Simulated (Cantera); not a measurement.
A diamond (100) surface in a fixed gas of H2 with x(CH4) = 0.01, x(H) = 0.0028, x(CH3) = 8.9e-05, at 925 K; coverages are run to steady state.

Cantera simulation using the Harris–Goodwin 1993 mechanism for the reconstructed diamond (100) surface; the numbers are that mechanism's predictions, not measurements.

θ: site fractions in the mechanism's names (c6HH fully hydrogenated, c6H* and c6*H radical sites, c6** diradical, c6HM methylated).

| P (Pa) | growth (µm/h) | θ c6HH | θ c6H* | θ c6*H | θ c6** | θ c6HM |
|---|---|---|---|---|---|---|
| 390 | (withheld) | 0.650 | 0.0119 | 0.306 | 0.00522 | 0.0208 |
| 630 | (withheld) | 0.650 | 0.0119 | 0.306 | 0.00522 | 0.0216 |
| 1000 | (withheld) | 0.649 | 0.0119 | 0.305 | 0.00521 | 0.0222 |
| 1600 | (withheld) | 0.649 | 0.0119 | 0.305 | 0.00521 | 0.0225 |
| 2700 | (withheld) | 0.649 | 0.0119 | 0.305 | 0.00521 | 0.0228 |
| 4300 | (withheld) | 0.649 | 0.0119 | 0.305 | 0.00521 | 0.0229 |
| 7000 | (withheld) | 0.649 | 0.0119 | 0.305 | 0.00521 | 0.0230 |
| 11000 | (withheld) | 0.649 | 0.0119 | 0.305 | 0.00521 | 0.0231 |

Q: Some entries are withheld; supply them.

A: 
- 390, growth (µm/h): 0.109
- 630, growth (µm/h): 0.184
- 1000, growth (µm/h): 0.299
- 1600, growth (µm/h): 0.486
- 2700, growth (µm/h): 0.829
- 4300, growth (µm/h): 1.33
- 7000, growth (µm/h): 2.17
- 11000, growth (µm/h): 3.42
